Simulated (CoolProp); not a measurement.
Vapour-liquid equilibrium of R143a (1) + n-butane (2) at 462 kPa; x and y are mole fractions of (1).

Values from CoolProp's multi-fluid Helmholtz-energy mixture model, Lemmon and Jacobsen 2000 and Bücker 2006; pair parameters Bell 2016.

| x | bubble temperature (°C) | y at the bubble point | dew temperature at overall composition x (°C) | liquid density (mol/L) |
|---|---|---|---|---|
| 0.05 | [?] | 0.368 | 45.3 | 9.766 |
| 0.15 | 12.9 | 0.657 | 41.2 | 10.23 |
| 0.25 | 5.0 | 0.752 | [?] | 10.51 |
| 0.35 | 1.1 | [?] | 31.8 | 10.73 |
| 0.45 | -1.3 | [?] | 26.4 | 10.93 |
| 0.55 | -3.0 | 0.842 | 20.4 | 11.14 |
| 0.65 | -4.4 | 0.863 | 13.4 | 11.38 |
| 0.75 | -5.8 | 0.888 | 5.1 | 11.65 |
| 0.85 | -7.2 | 0.922 | -3.5 | 11.97 |
| 0.95 | -8.5 | 0.969 | -8.1 | 12.34 |

Task: What belongs in the gaps?

Result: 
- 0.05, bubble temperature (°C): 30.9
- 0.25, dew temperature at overall composition x (°C): 36.7
- 0.35, y at the bubble point: 0.795
- 0.45, y at the bubble point: 0.821

No azeotrope shows between x = 0.05 and 0.95.

Pair parameters are fitted to limited data, so mixtures are less certain than the pure fluids. With so large a gap from Raoult's law the liquid may split in two, which this calculation doesn't test in full.
